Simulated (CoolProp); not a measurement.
Computed with CoolProp (reference Helmholtz-energy equation of state, Thol 2014).

Problem. Give the vapour pressure (kPa), liquid density (kg/m³), liquid cp (kJ/(kg K)), vapour Z of saturated diethyl ether at 82.25 °C.

Solution. 
```json
[
 {"T (°C)": "82.25", "p (kPa)": "426", "liquid density (kg/m³)": "635", "liquid cp (kJ/(kg K))": "2.57", "vapour Z": "0.880"}
]
```
